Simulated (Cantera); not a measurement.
What does this Cantera script print?

```python
import numpy as np
import cantera as ct

gas = ct.Solution("SiF4_NH3_mec.yaml", "gas")
gas.TPX = 2073, 2666, {'NH3': 1, 'N2': 1.8}
reactor = ct.IdealGasConstPressureReactor(gas, energy="off", clone=False)
net = ct.ReactorNet([reactor])
net.rtol, net.atol = 1e-08, 1e-18
show = ['NH3', 'NH2', 'H', 'N2', 'H2']
times = np.geomspace(0.0002, 200, 15)

steps = ct.SolutionArray(gas, extra=["t"])
rows = []
print(f"{'t/s':>10s}{'T/K':>9s}{'P/Pa':>11s}" + "".join(f"{s:>11s}" for s in show))
for t in times:
    while net.time < t:
        t_next = net.step()
        steps.append(gas.state, t=t_next)
    rows.append([np.interp(t, steps.t, y) for y in (steps.T, steps.P, *steps(*show).X.T)])
    print(f"{t:10.3e}{rows[-1][0]:9.1f}{rows[-1][1]:11.4g}" + "".join(f"{x:11.3e}" for x in rows[-1][2:]))
rate = np.gradient(steps.T, steps.t)
print("integrator steps:", len(steps.t))
if steps.T.max() > steps.T[0] + 200:
    print(f"time of steepest temperature rise: {steps.t[rate.argmax()]:.4e} s")
gas.TPX = 2073, 2666, {'NH3': 1, 'N2': 1.8}
gas.equilibrate("TP")
print(f"equilibrium (TP): T = {gas.T:.1f} K  " + "  ".join(f"{s} {gas[s].X[0]:.3e}" for s in show))
```

It prints:

```
       t/s      T/K       P/Pa        NH3        NH2          H         N2         H2
 2.000e-04   2073.0       2666  3.570e-01  8.590e-05  8.703e-07  6.428e-01  4.267e-05
 5.365e-04   2073.0       2666  3.569e-01  2.306e-04  9.241e-07  6.428e-01  1.179e-04
 1.439e-03   2073.0       2666  3.564e-01  6.043e-04  1.428e-06  6.427e-01  3.665e-04
 3.861e-03   2073.0       2666  3.546e-01  1.308e-03  4.975e-06  6.423e-01  1.800e-03
 1.036e-02   2073.0       2666  3.480e-01  1.516e-03  1.666e-05  6.416e-01  8.901e-03
 2.779e-02   2073.0       2666  3.302e-01  1.333e-03  4.224e-05  6.397e-01  2.866e-02
 7.455e-02   2073.0       2666  2.876e-01  1.088e-03  9.944e-05  6.353e-01  7.590e-02
 2.000e-01   2073.0       2666  2.033e-01  7.921e-04  2.238e-04  6.264e-01  1.692e-01
 5.365e-01   2073.0       2666  9.097e-02  4.334e-04  4.711e-04  6.146e-01  2.935e-01
 1.439e+00   2073.0       2666  1.581e-02  1.254e-04  1.003e-03  6.066e-01  3.765e-01
 3.861e+00   2073.0       2666  9.408e-05  3.515e-06  4.902e-03  6.038e-01  3.912e-01
 1.036e+01   2073.0       2666  7.357e-07  5.651e-08  9.987e-03  6.022e-01  3.878e-01
 2.779e+01   2073.0       2666  1.635e-07  1.269e-08  1.010e-02  6.022e-01  3.877e-01
 7.455e+01   2073.0       2666  9.292e-08  7.216e-09  1.010e-02  6.022e-01  3.877e-01
 2.000e+02   2073.0       2666  8.905e-08  6.916e-09  1.010e-02  6.022e-01  3.877e-01
integrator steps: 2063
equilibrium (TP): T = 2073.0 K  NH3 8.905e-08  NH2 6.916e-09  H 1.010e-02  N2 6.022e-01  H2 3.877e-01
```

Detailed kinetics in Cantera: the gas-phase N/H chemistry of the illustrative SiF4/NH3 mechanism in the Surface Chemkin manual (1991). Walls and surfaces, which speed up NH3 decomposition in real reactors, are not modelled.
